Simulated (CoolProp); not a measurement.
Vapour-liquid equilibrium of carbon dioxide (1) + ethane (2) at 29.7 bar; x and y are mole fractions of (1).

Computed with CoolProp (multi-fluid Helmholtz-energy mixture model, Span 1996 and Bücker 2006; pair parameters Kunz 2012).

Task: Give the bubble temperature and the first vapour's composition at x = 0.45, 0.85, 0.95. Is there an azeotrope?

Result: x = 0.45: 264.0 K, y = 0.537; x = 0.85: 263.2 K, y = 0.807; x = 0.95: 265.3 K, y = 0.920. y crosses x between x = 0.65 and 0.75: the model has an azeotrope there.

Pair parameters are fitted to limited data, so mixtures are less certain than the pure fluids.
